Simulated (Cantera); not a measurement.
Charge: 1 mol CaCO₃, 0.18 mol O₂, 0.65 mol N₂, equilibrated at 1048.15 K and 0.160 bar.

Method: chemical equilibrium by Gibbs-energy minimisation in Cantera with the NASA 1993 tables (ideal gas, pure condensed phases). Candidate condensed phases: C, Ca, CaCO₃, CaO; 27 gas species. The numbers say what is thermodynamically allowed, not how fast it happens.

Base state: CO₂ 0.546, N₂ 0.355, O₂ 0.0983, NO 2.38e-5 (mole fractions); condensed: CaO(s).

**Question.** What changes in the equilibrium state with this change: CaCO₃ replaced by FeS₂?

**Answer.** 
```json
[
 {"species": "N₂", "before": "0.355", "after": "0.525"},
 {"species": "S₂", "before": "0", "after": "0.327"},
 {"species": "SO₂", "before": "0", "after": "0.142"},
 {"species": "CO₂", "before": "0.546", "after": "0"},
 {"species": "O₂", "before": "0.0983", "after": "<1e-9"},
 {"species": "S₂O", "before": "0", "after": "0.00588"},
 {"species": "SO", "before": "0", "after": "5.82e-5"},
 {"species": "NO", "before": "2.38e-5", "after": "<1e-9"},
 {"species": "CaO(s), mol", "before": "1.00", "after": "0"},
 {"species": "FeS(s), mol", "before": "0", "after": "1.00"}
]
```
FeS: taken at fixed stoichiometry. Gases not in the tables: S₃ to S₇. Further candidate phases: Fe, FeO, FeS, FeSO₄, FeS₂, Fe₂O₃, Fe₂(SO₄)₃, Fe₃O₄, S.
